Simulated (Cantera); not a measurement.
## Reactions in the system C-Fe-O

Standard-state values (1 bar) from the NASA 1993 polynomials, evaluated with Cantera. Values are per mole of reaction as written; species without (g) are pure solids or liquids, kept so even where they would boil at 1 bar. FeO: taken at fixed stoichiometry.

Fe(CO)5(g) + CO2(g) = FeO + 6 CO(g)

```json
[
 {"T (K)": "1025", "ΔH° (kJ)": "173.5", "ΔS° (J/K)": "577.4", "ΔG° (kJ)": "-418.3", "log10 K": "21.32"},
 {"T (K)": "1100", "ΔH° (kJ)": "171.4", "ΔS° (J/K)": "575.4", "ΔG° (kJ)": "-461.6", "log10 K": "21.92"},
 {"T (K)": "1175", "ΔH° (kJ)": "169.2", "ΔS° (J/K)": "573.5", "ΔG° (kJ)": "-504.6", "log10 K": "22.43"},
 {"T (K)": "1250", "ΔH° (kJ)": "167.1", "ΔS° (J/K)": "571.7", "ΔG° (kJ)": "-547.6", "log10 K": "22.88"},
 {"T (K)": "1325", "ΔH° (kJ)": "164.9", "ΔS° (J/K)": "570.1", "ΔG° (kJ)": "-590.4", "log10 K": "23.27"},
 {"T (K)": "1400", "ΔH° (kJ)": "162.8", "ΔS° (J/K)": "568.5", "ΔG° (kJ)": "-633.1", "log10 K": "23.62"}
]
```

6 Fe + 5 CO2(g) = 5 FeO + Fe(CO)5(g)

```json
[
 {"T (K)": "1025", "ΔH° (kJ)": "-94.1", "ΔS° (J/K)": "-429.9", "ΔG° (kJ)": "346.6", "log10 K": "-17.66", "condensed phases": "Fe(α), FeO(s)"},
 {"T (K)": "1100", "ΔH° (kJ)": "-104.2", "ΔS° (J/K)": "-439.5", "ΔG° (kJ)": "379.3", "log10 K": "-18.01", "condensed phases": "Fe(α), FeO(s)"},
 {"T (K)": "1175", "ΔH° (kJ)": "-102.1", "ΔS° (J/K)": "-437.6", "ΔG° (kJ)": "412.2", "log10 K": "-18.32", "condensed phases": "Fe(α), FeO(s)"},
 {"T (K)": "1250", "ΔH° (kJ)": "-103.4", "ΔS° (J/K)": "-438.8", "ΔG° (kJ)": "445.2", "log10 K": "-18.60", "condensed phases": "Fe(γ), FeO(s)"},
 {"T (K)": "1325", "ΔH° (kJ)": "-99.0", "ΔS° (J/K)": "-435.4", "ΔG° (kJ)": "477.9", "log10 K": "-18.84", "condensed phases": "Fe(γ), FeO(s)"},
 {"T (K)": "1400", "ΔH° (kJ)": "-94.8", "ΔS° (J/K)": "-432.4", "ΔG° (kJ)": "510.5", "log10 K": "-19.05", "condensed phases": "Fe(γ), FeO(s)"}
]
```
